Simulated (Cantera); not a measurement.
Feed: 1 mol V₂O₅, a varied amount of H₂, 10 mol N₂, held at 923.15 K and 1.33 mbar.

Cantera equilibrium calculation (NASA polynomials, part measured and part estimated; ideal gas, pure solids and liquids). Candidate condensed phases: H₂O, V, VN, VO, V₂O₃, V₂O₄, V₂O₅; 28 gas species. Condensed phases not in the tables: the oxides between V₂O₃ and V₂O₅ other than VO₂. Rates play no part.

Q: At 22 mol H₂, list the 3 most abundant gas species with their mole fractions, and the condensed phases.

A: H₂ 0.625, N₂ 0.312, H₂O 0.0625. Condensed: V₂O₃(s).
